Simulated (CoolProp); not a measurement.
Properties of chloromethane (R40) at several states (Tc = 418.6 K, pc = 6929 kPa, ω = 0.150).

The numbers come from the reference Helmholtz-energy equation of state, Thol 2014 in CoolProp.

```tsv
T (K)	p (kPa)	phase	cv (kJ/(kg K))	Joule-Thomson coefficient (K/MPa)
348	857	gas	?	22.04
245.4	279	liquid	1.059	-0.3641
429.8	947	gas	0.8547	11.61
251.8	1590	liquid	?	-0.3572
386.3	31.6	gas	0.7712	?
```

### Question
What belongs in the gaps?

### Answer

- 348, cv (kJ/(kg K)): 0.7810
- 251.8, cv (kJ/(kg K)): 1.041
- 386.3, Joule-Thomson coefficient (K/MPa): 15.77
